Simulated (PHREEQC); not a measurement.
Dissolve 0.007 mol/kgw TMAH and 1.2e-05 mol/kgw H4SiO4 at 50 °C. Closed to the air; pH follows from the charge balance.

Model: ion-association model, wateq4f.dat, run in PHREEQC.

This is a speciation only: nothing precipitates in the calculation.

Q: Order these Si species by the share of Si that they hold, largest first: H3SiO4-, H2SiO4-2, H4SiO4.

A: H3SiO4- (94 %), H2SiO4-2 (4.1 %), H4SiO4 (2.3 %)

The pH is 11.08 and the ionic strength 0.00700 mol/kgw. Species that the database lacks are ignored. (CH3)4N+ isn't in the database: it is added as a free cation with an ion size of 4 Å. Constants without temperature data keep their 25 °C values here.
